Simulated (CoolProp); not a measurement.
Propylene along the isobar 6.59 MPa: Z from the reference equation and from simpler models built on Tc = 91.1 °C, pc = 4.555 MPa, ω = 0.146; each cubic takes its own stable root.

The numbers come from the reference Helmholtz-energy equation of state, Lemmon 2013 in CoolProp.

| T (°C) | phase | reference | Redlich-Kwong | Soave-Redlich-Kwong | Peng-Robinson |
|---|---|---|---|---|---|
| -35.75 | liquid | 0.2330 | 0.2501 | 0.2469 | 0.2189 |
| -24.85 | liquid | 0.2277 | 0.2451 | 0.2416 | 0.2141 |
| -13.85 | liquid | 0.2233 | 0.2411 | 0.2373 | 0.2102 |
| -2.85 | liquid | 0.2197 | 0.2381 | 0.2340 | 0.2073 |
| 8.05 | liquid | 0.2169 | 0.2362 | 0.2319 | 0.2054 |
| 19.05 | liquid | 0.2149 | 0.2354 | 0.2309 | 0.2045 |
| 29.95 | liquid | 0.2138 | 0.2358 | 0.2312 | 0.2048 |
| 40.95 | liquid | 0.2137 | 0.2376 | 0.2330 | 0.2066 |
| 51.95 | liquid | 0.2149 | 0.2411 | 0.2367 | 0.2101 |
| 62.85 | liquid | 0.2177 | 0.2469 | 0.2428 | 0.2160 |
| 73.85 | liquid | 0.2229 | 0.2560 | 0.2527 | 0.2256 |
| 84.75 | liquid | 0.2321 | 0.2701 | 0.2683 | 0.2409 |
| 95.75 | supercritical | 0.2500 | 0.2935 | 0.2956 | 0.2679 |
| 106.65 | supercritical | 0.2934 | 0.3362 | 0.3493 | 0.3220 |
